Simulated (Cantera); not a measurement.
Cantera run:

```python
import numpy as np
import cantera as ct

gas_names = """
    Hg N NO NO2 NO3 N2 N2O O O2 O3
""".split()
cond_names = """
    Hg(cr) Hg(L) HgO(s)
""".split()


# ... load() reads the species with a 1 bar reference pressure and builds the phases ...
atoms = {
    'HgO': {'Hg': 1, 'O': 1},
    'O2': {'O': 2},
    'N2': {'N': 2},
}
top_T = {}  # K; cautious upper limits of use, not melting points


# ... equilibrate(T, P, feed) seeds the gas with the atoms and calls Mixture.equilibrate('TP', solver="vcs", rtol=1e-11, max_steps=5000) ...
results = []
T = 1473.15  # K
P = 13332.2  # Pa
for m in [1, 1.7, 2.7, 4.5, 7.5, 12, 21, 34, 57, 94]:
    feed = {'HgO': 1, 'O2': 0.045, 'N2': m}  # mol
    mix = equilibrate(T, P, feed)
    results.append((T, P, feed, dict(zip(mix.species_names, mix.species_moles))))
    x = sorted(zip(gas.X, gas.species_names), reverse=True)
    print(f"T = {T:g} K  P = {P:g} Pa  n(N2) = {m:g} mol  gas = {mix.phase_moles(0):.4g} mol")
    print("   x: " + "  ".join(f"{s} {v:.3e}" for v, s in x if v > 1e-05))
    print("   condensed (mol): " + ("  ".join(f"{mix.phase(i).name} {mix.phase_moles(i):.4g}"
          for i in range(1, mix.n_phases) if mix.phase_moles(i) > 1e-12) or "none"))
```

Result:

```
T = 1473.15 K  P = 13332.2 Pa  n(N2) = 1 mol  gas = 2.545 mol
   x: Hg 3.929e-01  N2 3.925e-01  O2 2.138e-01  NO 7.623e-04
   condensed (mol): none
T = 1473.15 K  P = 13332.2 Pa  n(N2) = 1.7 mol  gas = 3.245 mol
   x: N2 5.235e-01  Hg 3.082e-01  O2 1.676e-01  NO 7.794e-04
   condensed (mol): none
T = 1473.15 K  P = 13332.2 Pa  n(N2) = 2.7 mol  gas = 4.245 mol
   x: N2 6.357e-01  Hg 2.356e-01  O2 1.280e-01  NO 7.507e-04
   condensed (mol): none
T = 1473.15 K  P = 13332.2 Pa  n(N2) = 4.5 mol  gas = 6.045 mol
   x: N2 7.441e-01  Hg 1.654e-01  O2 8.981e-02  NO 6.803e-04
   condensed (mol): none
T = 1473.15 K  P = 13332.2 Pa  n(N2) = 7.5 mol  gas = 9.045 mol
   x: N2 8.289e-01  Hg 1.106e-01  O2 5.996e-02  NO 5.867e-04
   condensed (mol): none
T = 1473.15 K  P = 13332.2 Pa  n(N2) = 12 mol  gas = 13.55 mol
   x: N2 8.857e-01  Hg 7.383e-02  O2 3.999e-02  NO 4.952e-04
   condensed (mol): none
T = 1473.15 K  P = 13332.2 Pa  n(N2) = 21 mol  gas = 22.55 mol
   x: N2 9.313e-01  Hg 4.436e-02  O2 2.398e-02  NO 3.932e-04
   condensed (mol): none
T = 1473.15 K  P = 13332.2 Pa  n(N2) = 34 mol  gas = 35.55 mol
   x: N2 9.564e-01  Hg 2.813e-02  O2 1.517e-02  NO 3.170e-04
   condensed (mol): none
T = 1473.15 K  P = 13332.2 Pa  n(N2) = 57 mol  gas = 58.55 mol
   x: N2 9.735e-01  Hg 1.708e-02  O2 9.184e-03  NO 2.488e-04
   condensed (mol): none
T = 1473.15 K  P = 13332.2 Pa  n(N2) = 94 mol  gas = 95.55 mol
   x: N2 9.837e-01  Hg 1.047e-02  O2 5.606e-03  NO 1.954e-04
   condensed (mol): none
```

Method: chemical equilibrium by Gibbs-energy minimisation in Cantera with the NASA 1993 tables (ideal gas, pure condensed phases).
